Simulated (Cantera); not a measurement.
A jet of H2 : O2 : N2 = 0.028 : 0.14 : 0.79 (molar parts) at 300 K and 22.5 Torr hits a platinum plate 6.7 cm away at a mass flux of 0.17 kg/m²/s; the plate temperature is set and raised in steps from an oxygen-covered start.

Computed with Cantera and Deutschmann's 1995 Pt surface mechanism with GRI-Mech 3.0 gas chemistry. Catalytic surfaces can have several steady states; this one follows from the mechanism file's or the stated starting coverage.

x: mole fraction at the wall; θ: surface coverage.

```json
[
 {"plate T (K)": "600", "wall x H2": "0.00661", "wall x O2": "0.122", "wall x H2O": "0.0443", "wall x OH": "<1e-8", "θ free Pt": "0.0892", "θ O*": "0.906", "θ OH*": "(withheld)"},
 {"plate T (K)": "650", "wall x H2": "0.00658", "wall x O2": "0.122", "wall x H2O": "0.0440", "wall x OH": "<1e-8", "θ free Pt": "0.0935", "θ O*": "0.903", "θ OH*": "(withheld)"},
 {"plate T (K)": "700", "wall x H2": "0.00644", "wall x O2": "0.122", "wall x H2O": "0.0440", "wall x OH": "<1e-8", "θ free Pt": "0.0999", "θ O*": "0.898", "θ OH*": "(withheld)"},
 {"plate T (K)": "750", "wall x H2": "0.00591", "wall x O2": "0.121", "wall x H2O": "0.0447", "wall x OH": "<1e-8", "θ free Pt": "0.115", "θ O*": "0.883", "θ OH*": "(withheld)"},
 {"plate T (K)": "800", "wall x H2": "0.00493", "wall x O2": "0.120", "wall x H2O": "0.0464", "wall x OH": "<1e-8", "θ free Pt": "0.149", "θ O*": "0.850", "θ OH*": "(withheld)"}
]
```

Problem. What belongs in the gaps?

Solution. 
- 600, θ OH*: 0.00460
- 650, θ OH*: 0.00308
- 700, θ OH*: 0.00219
- 750, θ OH*: 0.00171
- 800, θ OH*: 0.00145
